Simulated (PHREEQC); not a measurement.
## Acid rinse or clean

Make-up at 20 °C: 1.7 mmol/kgw H2SO4 and 0.21 mmol/kgw CuSO4. Closed to the air; pH follows from the charge balance.

All values are PHREEQC results (ion-association model, phreeqc.dat), not measurements.

| Property | Value |
|---|---|
| pH | 2.54 |
| ionic strength | 0.00519 mol/kgw |
| specific conductance | 1140 µS/cm |
| total alkalinity | -3.40 meq/kg |

```csv
species,molality,activity,log γ
H+,0.00309,0.00288,-0.030
SO4-2,0.00156,0.00116,-0.131
HSO4-,0.000315,0.000291,-0.033
Cu+2,0.000179,0.000134,-0.128
CuSO4,3.05e-5,3.05e-5,0.001
```

Precipitation was switched off in this run. Complexes and solids missing from the database can't appear.
